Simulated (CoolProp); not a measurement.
Normal hydrogen at 288.08 K and 0.102 MPa flows at 6.7 m/s in a round tube of 12.7 mm bore and 0.25 µm roughness, fully developed (64/Re and Nu = 3.66 if laminar; Colebrook and Gnielinski if turbulent). Each further row changes one setting.

The numbers come from the reference Helmholtz-energy equation of state, Leachman 2009 in CoolProp.

| case | Reynolds number | Darcy friction factor | pressure drop (Pa/m) | heat-transfer coefficient (W/(m² K)) | mass flow (kg/h) |
|---|---|---|---|---|---|
| as stated | 840 | 0.0762 | 11.6 | 52.1 | 0.262 |
| velocity 13.4 m/s | 1680 | 0.0381 | 23.1 | 52.1 | 0.524 |
| diameter 25.4 mm | 1680 | 0.0381 | 2.89 | 26.1 | 1.05 |

Viscosity comes from a separate model (Muzny 2013). Thermal conductivity comes from a separate model (Assael 2011).
